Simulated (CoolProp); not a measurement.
Values from CoolProp's reference Helmholtz-energy equation of state, Schroeder 2014.

For ethanol, give the phase and the density (kg/m³), expansivity (1/kK), conductivity (mW/(m K)), Prandtl number at 282.9 K and 0.0991 MPa; 282.9 K and 18.6 MPa.


- 282.9 K and 0.0991 MPa: liquid; density 798, expansivity 1.06, conductivity 167, Prandtl number 20.5
- 282.9 K and 18.6 MPa: liquid; density 812, expansivity 0.958, conductivity 176, Prandtl number 21.3

Viscosity comes from a separate model (Kiselev 2005). Thermal conductivity comes from a separate model (Assael 2013).
